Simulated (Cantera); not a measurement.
What does this Cantera script print?

```python
import numpy as np
import cantera as ct

gas_names = """
    B BF BF2 BF3 BH BHF2 BH2 BH3 BO BOF BOF2 BO2 B2 B2O B2O2 B2O3 B3O3F3 B3O3H3 F FO FO2 F2 F2O H HBO
    HBO2 HF HOF HO2 H2 H2F2 H2O H2O2 H3B3O6 H3F3 H4F4 H5F5 H6F6 H7F7 O OH O2 O3
""".split()
cond_names = """
    B(b) B(L) B2O3(L) B3O3H3(cr) H2O(s) H2O(L)
""".split()


# ... load() reads the species with a 1 bar reference pressure and builds the phases ...
atoms = {
    'B2O3': {'B': 2, 'O': 3},
    'HF': {'H': 1, 'F': 1},
    'O2': {'O': 2},
}
top_T = {}  # K; cautious upper limits of use, not melting points


# ... equilibrate(T, P, feed) seeds the gas with the atoms and calls Mixture.equilibrate('TP', solver="vcs", rtol=1e-11, max_steps=5000) ...
results = []
feed = {'B2O3': 1, 'HF': 2.2, 'O2': 2}  # mol
P = 133.322  # Pa
for T in [925, 1000, 1075, 1150, 1225, 1300, 1375, 1450, 1525, 1600, 1675, 1750]:
    mix = equilibrate(T, P, feed)
    results.append((T, P, feed, dict(zip(mix.species_names, mix.species_moles))))

top = {s: max(r[3][s] / sum(r[3][g] for g in gas_names) for r in results) for s in gas_names}
cols = sorted((s for s in top if top[s] > 0.001), key=lambda s: -top[s])[:5]
seen = [c for c in cond_names if any(r[3].get(c, 0) > 1e-12 for r in results)]
print("log10 of partial pressures in bar; condensed amounts in mol")
print(f"{'T/K':>10s}" + "".join(f"{s[:9]:>10s}" for s in cols + seen))
for T, P, feed, n in results:
    ng = sum(n[g] for g in gas_names)
    print(f"{T:10.4g}" + "".join(f"{np.log10(max(n[s] / ng * P / 1e5, 1e-99)):10.3f}" for s in cols)
          + "".join(f"{n.get(c, 0):10.4g}" for c in seen))
```

Output:

```
log10 of partial pressures in bar; condensed amounts in mol
       T/K        O2       BOF        HF       H2O       BF3   B2O3(L)
       925    -3.173    -6.398    -3.558    -3.637    -3.852    0.7304
      1000    -3.176    -5.616    -3.500    -3.681    -3.902    0.7483
      1075    -3.180    -4.952    -3.457    -3.726    -3.961    0.7572
      1150    -3.188    -4.389    -3.433    -3.771    -4.047    0.7384
      1225    -3.208    -3.930    -3.444    -3.813    -4.220    0.6507
      1300    -3.242    -3.605    -3.524    -3.832    -4.612    0.4411
      1375    -3.278    -3.437    -3.704    -3.831    -5.316    0.1223
      1450    -3.290    -3.405    -3.778    -3.846    -5.877         0
      1525    -3.290    -3.406    -3.769    -3.852    -6.269         0
      1600    -3.291    -3.409    -3.763    -3.858    -6.627         0
      1675    -3.292    -3.411    -3.757    -3.863    -6.953         0
      1750    -3.293    -3.415    -3.751    -3.869    -7.249         0
```

Method: chemical equilibrium by Gibbs-energy minimisation in Cantera with the NASA 1993 tables (ideal gas, pure condensed phases). Gases not in the tables: H3BO3.
